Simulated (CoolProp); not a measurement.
A closed Brayton cycle with nitrogen: compressor inlet 319.15 K and 1.3 MPa, high pressure 2.99 MPa, turbine inlet 845 K, compressor efficiency 0.89, turbine efficiency 0.93, recuperator effectiveness 0 (on enthalpy, no pinch check). Each further row changes one setting.

Values from CoolProp's reference Helmholtz-energy equation of state, Span 2000.

```tsv
case	thermal efficiency (%)	net work (kJ/kg)	compressor to turbine work	compressor exit (K)	turbine exit (K)
as stated	16.0	75.1	0.57	415.8	688.4
turbine inlet 795 K	15.6	64.6	0.61	415.8	646.3
compressor inlet 329.15 K	15.8	71.9	0.59	428.7	688.4
high pressure 2.54 MPa	13.3	65.4	0.55	395.1	716.8
recuperator effectiveness 0.5	23.2	75.1	0.57	415.8	688.4
```
